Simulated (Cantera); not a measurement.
Input (Python, Cantera):

```python
import numpy as np
import cantera as ct

gas = ct.Solution("gri30.yaml", transport_model="multicomponent")
show = ['NH3', 'CH3', 'C2H2']

rows = []
print(f"{'T/K':>7s}{'rho':>11s}{'cp':>10s}{'mu':>11s}{'lambda':>11s}{'Pr':>7s}" + "".join(f"{'D_' + s:>11s}" for s in show))
for T in [400, 650, 900, 1150, 1400, 1650, 1900, 2150, 2400]:
    gas.TPX = T, 101325, {'C2H6': 0.3, 'CH3OH': 0.74, 'C2H2': 0.82, 'N2': 0.99}
    Pr = gas.cp_mass * gas.viscosity / gas.thermal_conductivity
    D = [gas.mix_diff_coeffs_mole[gas.species_index(s)] for s in show]
    rows.append([gas.density, gas.cp_mass, gas.viscosity, gas.thermal_conductivity, Pr, *D])
    print(f"{T:7g}{gas.density:11.4e}{gas.cp_mass:10.1f}{gas.viscosity:11.4e}"
          f"{gas.thermal_conductivity:11.4e}{Pr:7.3f}" + "".join(f"{d:11.4e}" for d in D))
print("SI units: kg/m3, J/kg/K, Pa s, W/m/K, m2/s")
```

It prints:

```
    T/K        rho        cp         mu     lambda     Pr      D_NH3      D_CH3     D_C2H2
    400 8.7462e-01    1562.3 1.5663e-05 3.2781e-02  0.746 3.0378e-05 3.1352e-05 2.3432e-05
    650 5.3823e-01    1952.6 2.3420e-05 6.0523e-02  0.756 7.6435e-05 7.4473e-05 5.6664e-05
    900 3.8872e-01    2237.0 3.0027e-05 8.8470e-02  0.759 1.3820e-04 1.3063e-04 1.0026e-04
   1150 3.0422e-01    2458.9 3.5871e-05 1.1587e-01  0.761 2.1330e-04 1.9814e-04 1.5282e-04
   1400 2.4989e-01    2619.7 4.1174e-05 1.4154e-01  0.762 3.0029e-04 2.7597e-04 2.1346e-04
   1650 2.1203e-01    2739.4 4.6079e-05 1.6559e-01  0.762 3.9818e-04 3.6340e-04 2.8159e-04
   1900 1.8413e-01    2828.1 5.0678e-05 1.8804e-01  0.762 5.0628e-04 4.5987e-04 3.5678e-04
   2150 1.6272e-01    2894.4 5.5035e-05 2.0907e-01  0.762 6.2408e-04 5.6499e-04 4.3870e-04
   2400 1.4577e-01    2945.0 5.9198e-05 2.2893e-01  0.762 7.5121e-04 6.7840e-04 5.2709e-04
SI units: kg/m3, J/kg/K, Pa s, W/m/K, m2/s
```

Model: GRI-Mech 3.0 (53 species, 325 reactions), integrated in Cantera. Polar gases are described roughly by these parameters. The composition is frozen, though it would react at the higher temperatures.
